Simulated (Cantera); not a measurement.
A Cantera script and its output.

```python
import numpy as np
import cantera as ct

gas = ct.Solution("gri30.yaml")
gas.TPX = 650, 290000, {'CH4': 1, 'CO': 0.74, 'O2': 1.98, 'N2': 7.43}
flame = ct.FreeFlame(gas, width=0.019)
flame.set_refine_criteria(ratio=3, slope=0.08, curve=0.16)
flame.transport_model = "mixture-averaged"
flame.solve(loglevel=0, auto=True)
z, T = flame.grid, flame.T
thick = (T[-1] - T[0]) / np.gradient(T, z).max()
show = ['CH4', 'CO', 'O2', 'CH2O', 'NO2', 'O']
print(f"laminar burning velocity  {flame.velocity[0] * 100:.3f} cm/s")
print(f"burnt temperature         {T[-1]:.1f} K")
print(f"thermal thickness         {thick * 1e3:.4f} mm")
print(f"grid points               {len(z)}")
z0 = z[flame.heat_release_rate.argmax()]
print(f"{'z/mm':>9s}{'T/K':>9s}{'u/(m/s)':>9s}" + "".join(f"{s:>11s}" for s in show))
rows = []
for k in (-3, -2, -1.5, -1, -0.5, -0.25, 0, 0.25, 0.5, 1, 2, 4, 8):
    zz = z0 + k * thick
    rows.append([k * thick, np.interp(zz, z, T), np.interp(zz, z, flame.velocity),
                 *(np.interp(zz, z, flame.X[gas.species_index(s)]) for s in show)])
    print(f"{rows[-1][0] * 1e3:9.3f}{rows[-1][1]:9.1f}{rows[-1][2]:9.3f}" + "".join(f"{x:11.3e}" for x in rows[-1][3:]))
```

Output:

```
laminar burning velocity  130.206 cm/s
burnt temperature         2441.0 K
thermal thickness         0.1224 mm
grid points               145
     z/mm      T/K  u/(m/s)        CH4         CO         O2       CH2O        NO2          O
   -0.367    650.2    1.304  8.956e-02  6.630e-02  1.774e-01  1.616e-07  1.943e-10  4.736e-13
   -0.245    652.5    1.311  8.919e-02  6.617e-02  1.769e-01  3.015e-06  3.362e-09  7.162e-11
   -0.184    661.1    1.332  8.836e-02  6.608e-02  1.759e-01  1.734e-05  1.787e-08  1.839e-09
   -0.122    718.4    1.456  8.434e-02  6.656e-02  1.714e-01  1.492e-04  1.168e-07  1.079e-07
   -0.061   1096.2    2.253  6.092e-02  7.430e-02  1.409e-01  1.016e-03  1.876e-07  1.541e-05
   -0.031   1509.2    3.129  3.384e-02  8.615e-02  1.012e-01  1.210e-03  6.715e-08  1.439e-04
    0.000   1899.3    3.956  8.463e-03  9.687e-02  5.453e-02  6.682e-04  1.590e-08  8.230e-04
    0.031   2075.9    4.310  7.241e-04  9.164e-02  2.600e-02  1.272e-04  8.210e-09  2.242e-03
    0.061   2134.3    4.406  3.218e-05  8.045e-02  1.518e-02  7.998e-06  9.236e-09  2.977e-03
    0.122   2195.3    4.499  8.157e-08  6.924e-02  9.466e-03  2.534e-08  1.012e-08  2.739e-03
    0.245   2264.5    4.616  9.453e-12  6.415e-02  6.634e-03  1.353e-09  1.118e-08  1.951e-03
    0.490   2333.9    4.738  1.924e-14  6.156e-02  4.318e-03  1.207e-09  1.284e-08  1.157e-03
    0.979   2388.6    4.832  2.046e-14  5.931e-02  2.468e-03  1.108e-09  1.438e-08  6.069e-04
```

Cantera simulation using GRI-Mech 3.0 (53 species, 325 reactions); the numbers are that mechanism's predictions, not measurements. Burning velocities carry a grid error of a few per cent, more on coarse grids.
